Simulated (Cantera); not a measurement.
Input (Python, Cantera) and output of one run.

```python
import numpy as np
import cantera as ct

gas_names = """
    CL CLF CLF3 CL2 F F2 H HCL HF H2 H2F2 H3F3 H4F4 H5F5 H6F6 H7F7 N NF NF2 NF3 NH NH2 NH3 N2 N2H2 N2H4
    Si SiCL SiCL2 SiCL3 SiCL4 SiF SiF2 SiF3 SiF4 SiH SiHCL3 SiHF3 SiH2 SiH2CL2 SiH2F2 SiH3 SiH3CL SiH3F
    SiH4 SiN Si2 Si2N Si3
""".split()
cond_names = """
    NH4CL(a) NH4CL(b) Si(cr) Si(L) Si3N4(a)
""".split()


def load(file, names, dense=False):
    # The tables refer to 1 bar. Condensed volumes are neglected.
    table = {s.name: s for s in ct.Species.list_from_file(file)}
    out = []
    for n in names:
        d = dict(table[n].input_data)
        d["thermo"] = dict(d["thermo"], **{"reference-pressure": 1e5})
        if dense:
            d["equation-of-state"] = {"model": "constant-volume", "density": "1e6 g/cm^3"}
        out.append(ct.Species.from_dict(d))
    return out


gas = ct.Solution(thermo="ideal-gas", species=load("nasa_gas.yaml", gas_names))
cond = {s.name: ct.Solution(thermo="fixed-stoichiometry", species=[s], name=s.name)
        for s in load("nasa_condensed.yaml", cond_names, dense=True)}
atoms = {
    'Si': {'Si': 1},
    'HCl': {'H': 1, 'CL': 1},
    'N2': {'N': 2},
    'F2': {'F': 2},
}
top_T = {'Si3N4(a)': 2400}  # K; cautious upper limits of use, not melting points


def equilibrate(T, P, feed):
    n = {}
    for name, mol in feed.items():
        for a, k in atoms[name].items():
            n[a] = n.get(a, 0.0) + k * mol
    gas.TPX = T, P, n
    mass = sum(n.values()) * gas.mean_molecular_weight
    gas.equilibrate("TP")
    valid = [c for c in cond.values() if c.min_temp <= T <= top_T.get(c.name, c.max_temp)]
    mix = ct.Mixture([(gas, mass / gas.mean_molecular_weight)] + [(c, 0.0) for c in valid])
    mix.T, mix.P = T, P
    mix.equilibrate("TP", solver="vcs", rtol=1e-11, max_steps=5000)
    return mix


results = []
feed = {'Si': 1, 'HCl': 2.8, 'N2': 0.28, 'F2': 8.4}  # mol
T = 1323.15  # K
P = 2000  # Pa
mix = equilibrate(T, P, feed)
results.append((T, P, feed, dict(zip(mix.species_names, mix.species_moles))))
print(gas.report(threshold=1e-05))
for i in range(1, mix.n_phases):
    print(f"{mix.phase(i).name:16s} {mix.phase_moles(i):12.5e} mol")
```

Result:

```
       temperature   1323.2 K
          pressure   2000 Pa
           density   0.0059142 kg/m^3
  mean mol. weight   32.532 kg/kmol
   phase of matter   gas

                          1 kg             1 kmol
                     ---------------   ---------------
          enthalpy       -3.2631e+06       -1.0615e+08  J
   internal energy       -3.6013e+06       -1.1716e+08  J
           entropy            8393.9        2.7307e+05  J/K
    Gibbs function        -1.437e+07       -4.6747e+08  J
 heat capacity c_p            1006.3             32736  J/K
 heat capacity c_v            750.69             24421  J/K

                      mass frac. Y      mole frac. X     chem. pot. / RT
                     ---------------   ---------------   ---------------
                CL         0.0020881         0.0019162           -20.944
               CLF           0.32919           0.19669           -39.313
               CL2        0.00069313        0.00031804           -41.888
                 F           0.29587           0.50664           -18.369
                F2         0.0048141         0.0041217           -36.738
                HF           0.12253           0.19924           -53.725
                N2          0.017157          0.019924           -33.463
              SiF4           0.22765          0.071157           -195.02
     [  +41 minor]        1.2594e-07        6.1326e-08

Si(cr)            0.00000e+00 mol
Si3N4(a)          0.00000e+00 mol
```

Cantera equilibrium calculation (NASA polynomials, part measured and part estimated; ideal gas, pure solids and liquids).
